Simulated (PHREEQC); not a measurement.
Make-up at 25 °C: 2.2 mmol/kgw CuSO4, 11 mmol/kgw H3AsO4 and 0.21 mmol/kgw NaCl. Closed to the air; pH follows from the charge balance.

Model: ion-association model, wateq4f.dat, run in PHREEQC.

This is a speciation only: nothing precipitates in the calculation.

Task: Estimate the pH, ionic strength.

Result: pH 2.31; ionic strength 0.0129 mol/kgw.

Task: In which forms is Cu present?

Result: Cu+2 89 %, CuSO4 11 % of the Cu.

Complexes and solids missing from the database can't appear. The database has no arsenate complexes of Cu.
